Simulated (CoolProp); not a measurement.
Values from CoolProp's reference Helmholtz-energy equation of state, Lemmon 2006. It is a short technical equation, of lower accuracy than the large ones.

### Question
For toluene, give the phase and the speed of sound (m/s), fugacity coefficient at 253.35 °C and 34.6 bar.

### Answer
- 253.35 °C and 34.6 bar: liquid; speed of sound 452, fugacity coefficient 0.416
